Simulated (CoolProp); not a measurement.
Dimethyl ether at 298.15 K and 0.284 MPa is throttled through a valve to 0.187 MPa with no heat exchange. Each further row changes one setting.

The numbers come from the reference Helmholtz-energy equation of state, Wu 2011 in CoolProp.

| case | temperature change (K) | final density (kg/m³) |
|---|---|---|
| as stated | -2.4 | 3.63 |
| outlet pressure 0.0561 MPa | -5.8 | 1.07 |
| outlet pressure 0.243 MPa | -1.0 | 4.75 |
